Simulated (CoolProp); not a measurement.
Saturation properties of ethanol.

Values from CoolProp's reference Helmholtz-energy equation of state, Schroeder 2014.

```csv
T (K),p (kPa),enthalpy of vaporisation (kJ/kg),liquid cp (kJ/(kg K)),vapour viscosity (µPa s)
311.2,16.16,905.9,2.542,9.17
326.8,34.96,886.2,2.683,9.64
342.3,69.48,864.2,2.835,10.1
357.9,129.4,839.0,3.000,10.6
373.5,226.9,810.2,3.178,11.0
389,376.2,777.6,3.371,11.5
404.6,597.6,740.1,3.579,12.0
420.1,908.7,697.7,3.791,12.4
435.7,1336,649.4,4.002,13.0
451.2,1899,595.4,4.218,13.6
466.8,2630,533.7,4.509,14.3
```

It boils at 351.6 K under 1 atm.

Viscosity comes from a separate model (Kiselev 2005).
